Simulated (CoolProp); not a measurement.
Vapour-liquid equilibrium of propane (1) + isobutene (2) at 245.4 K; x and y are mole fractions of (1).

Computed with CoolProp (multi-fluid Helmholtz-energy mixture model, Lemmon 2009 and Lemmon 2005; pair parameters Bell 2016).

### Question
Give the bubble pressure and the first vapour's composition at x = 0.125, 0.575, 0.65. Is there an azeotrope?

### Answer
x = 0.125: 0.6560 bar, y = 0.433; x = 0.575: 1.254 bar, y = 0.834; x = 0.65: 1.350 bar, y = 0.871. No azeotrope shows between x = 0.05 and 0.95.

The pair parameters rest on a limited set of measurements; away from them the model extrapolates.
